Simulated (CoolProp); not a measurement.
Properties of R236FA along the isotherm 400 K (Tc = 398.1 K, pc = 3.191 MPa, ω = 0.377).

Values from CoolProp's reference Helmholtz-energy equation of state, Pan 2012.

| p (MPa) | phase | cv (kJ/(kg K)) | Joule-Thomson coefficient (K/MPa) | isothermal compressibility (1/MPa) | viscosity (µPa s) | conductivity (mW/(m K)) |
|---|---|---|---|---|---|---|
| 0.0252 | gas | 0.9345 | 8.723 | 39.79 | 14.8 | 21.8 |
| 0.0381 | gas | 0.9348 | 8.738 | 26.35 | 14.8 | 21.8 |
| 0.0574 | gas | 0.9352 | 8.761 | 17.53 | 14.8 | 21.8 |
| 0.0866 | gas | 0.9358 | 8.795 | 11.66 | 14.8 | 21.9 |
| 0.131 | gas | 0.9368 | 8.849 | 7.744 | 14.8 | 21.9 |
| 0.197 | gas | 0.9382 | 8.929 | 5.189 | 14.8 | 21.9 |
| 0.297 | gas | 0.9405 | 9.056 | 3.482 | 14.8 | 21.9 |
| 0.449 | gas | 0.9441 | 9.258 | 2.347 | 14.9 | 22.0 |
| 0.677 | gas | 0.9498 | 9.586 | 1.606 | 15.0 | 22.1 |
| 1.02 | gas | 0.9593 | 10.15 | 1.124 | 15.1 | 22.4 |
| 1.54 | gas | 0.9762 | 11.20 | 0.8258 | 15.5 | 23.1 |
| 2.32 | gas | 1.011 | 13.57 | 0.7110 | 16.8 | 25.5 |
| 3.51 | supercritical | 1.093 | 6.178 | 0.4120 | 58.3 | 47.1 |
| 5.29 | supercritical | 1.029 | 1.547 | 0.04793 | 85.9 | 50.0 |
| 7.98 | supercritical | 1.016 | 0.6839 | 0.02174 | 105 | 54.1 |

Viscosity comes from a separate model (Huber 2003), an estimate that may be off by 10 % or more. Thermal conductivity comes from a separate model (Huber 2003), an estimate that may be off by 10 % or more.
